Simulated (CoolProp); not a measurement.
Vapour-liquid equilibrium of n-hexane (1) + hexamethyldisiloxane (MM) (2) at 312.2 K; x and y are mole fractions of (1).

Computed with CoolProp (multi-fluid Helmholtz-energy mixture model, Thol 2019 and Thol 2016; pair parameters Bell 2016).

```csv
x,bubble pressure (MPa),y at the bubble point,dew pressure at overall composition x (MPa),liquid density (mol/L)
0.05,0.01200,0.133,0.01131,4.682
0.15,0.01406,0.336,0.01215,4.887
0.25,0.01613,0.487,0.01311,5.107
0.35,0.01828,0.609,0.01424,5.344
0.45,0.02058,0.708,0.01557,5.600
0.55,0.02306,0.791,0.01717,5.877
0.65,0.02573,0.859,0.01916,6.177
0.75,0.02856,0.913,0.02174,6.502
0.85,0.03151,0.956,0.02533,6.856
0.95,0.03448,0.988,0.03106,7.242
```

No azeotrope shows between x = 0.05 and 0.95.

Pair parameters are fitted to limited data, so mixtures are less certain than the pure fluids.
